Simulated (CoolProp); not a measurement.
Vapour-liquid equilibrium of R152A (1) + n-pentane (2) at 337.1 K; x and y are mole fractions of (1).

The numbers come from the multi-fluid Helmholtz-energy mixture model, Outcalt 1996 and Thol 2019; pair parameters Bell 2016 in CoolProp.

Problem. Give the bubble pressure and the first vapour's composition at x = 0.125, 0.5, 0.8. Is there an azeotrope?

Solution. x = 0.125: 6.331 bar, y = 0.620; x = 0.5: 12.05 bar, y = 0.826; x = 0.8: 14.66 bar, y = 0.905. No azeotrope shows between x = 0.05 and 0.95.

Pair parameters are fitted to limited data, so mixtures are less certain than the pure fluids. With so large a gap from Raoult's law the liquid may split in two, which this calculation doesn't test in full.
